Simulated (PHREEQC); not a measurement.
# Acid mine or pickling water: speciation

Model water analysis in mg/L, 60 °C, pH 3.83, pe 12.3:

```tsv
constituent	mg/L
Na	99
K	112
Ca	39.4
Mg	79
Cl	152
S(6) as SO4	556
B	0.28
Cu(2)	12.5
```

Valence states are taken as typed.

The numbers come from PHREEQC with the ion-association model, phreeqc.dat.

Each row changes one thing in this solution. This is a speciation only: nothing precipitates in the calculation.

```
case                                             ionic strength (mol/kgw)  SO4-2 (mol/kgw)  Mg+2 (mol/kgw)  MgSO4 (mol/kgw)  Ca+2 (mol/kgw)  CaSO4 (mol/kgw)  SI of Gypsum (CaSO4:2H2O)  SI of Halite (NaCl)
-----------------------------------------------  ------------------------  ---------------  --------------  ---------------  --------------  ---------------  -------------------------  -------------------
as made                                                            0.0195          0.00399         0.00194          0.00132        0.000764         0.000220                      -1.35                -6.46
all concentrations times 2 at the same typed pH                    0.0364          0.00726         0.00341          0.00311         0.00142         0.000545                      -0.96                -5.90
Cl from 152 to 304 mg/L                                            0.0218          0.00403         0.00197          0.00128        0.000771         0.000213                      -1.37                -6.17
Cl from 152 to 76 mg/L                                             0.0184          0.00396         0.00192          0.00133        0.000760         0.000223                      -1.35                -6.76
```

Constants without temperature data keep their 25 °C values here.
